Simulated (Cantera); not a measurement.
**Halide evaporation, hydrolysis and transport: LiCl + H₂ + HF**

Charge: 1 mol LiCl, 8.1 mol H₂, a varied amount of HF, equilibrated at 1600 K and 225 Torr.

Cantera equilibrium calculation (NASA polynomials, part measured and part estimated; ideal gas, pure solids and liquids). Candidate condensed phases: Li, LiCl, LiF, LiH; 25 gas species. Kinetics and transport are ignored.

```tsv
n(HF) (mol)	x H₂	x HF	x LiCl	x HCl	x LiF	x Li₂F₂	x Li₂Cl₂	x Li₃F₃
0.041	0.888	0.00137	0.101	0.00318	0.00301	6.17e-5	0.00258	3.14e-7
0.075	0.885	0.00330	0.0994	0.00492	0.00460	0.000145	0.00248	1.13e-6
0.14	0.879	0.00771	0.0963	0.00750	0.00683	0.000319	0.00233	3.69e-6
0.25	0.869	0.0161	0.0922	0.0108	0.00949	0.000616	0.00213	9.88e-6
0.46	0.850	0.0330	0.0860	0.0152	0.0129	0.00113	0.00186	2.47e-5
0.83	0.818	0.0634	0.0775	0.0205	0.0166	0.00188	0.00151	5.26e-5
1.5	0.767	0.116	0.0663	0.0262	0.0203	0.00281	0.00110	9.63e-5
2.8	0.684	0.205	0.0518	0.0313	0.0234	0.00374	0.000673	0.000148
```
x: gas mole fraction; nothing condenses.

From 0.041 mol HF to 2.8 mol HF nothing is condensed. The main Li-bearing gas is LiCl throughout.
